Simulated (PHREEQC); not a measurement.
Consider water at 25 °C and 300 atm with 0.031 mol NaHSO4 and 0.055 mol Na2SO4 per kg of water. Closed to the air; pH follows from the charge balance.

Model: Pitzer model, pitzer.dat, run in PHREEQC.

```
quantity                         before   after
-------------------------------  ------  ------
pH                                 2.02    3.00
ionic strength (mol/kgw)          0.225   0.171
SO4-2 (mol/kgw)                  0.0696  0.0565
SI of Mirabilite (Na2SO4:10H2O)   -2.67   -2.86
SI of Thenardite (Na2SO4)         -3.67   -3.87
```

### Question
Name the change that produced these shifts.
A. temperature from 25 to 90 °C
B. temperature from 25 to 70 °C
C. temperature from 25 to 45 °C
D. NaHSO4 from 0.031 to 0.0031 mol/kgw

### Answer
D, NaHSO4 from 0.031 to 0.0031 mol/kgw

Precipitation was switched off in this run. Under pressure, the constants of complexes without a molar volume in the database are unreliable.
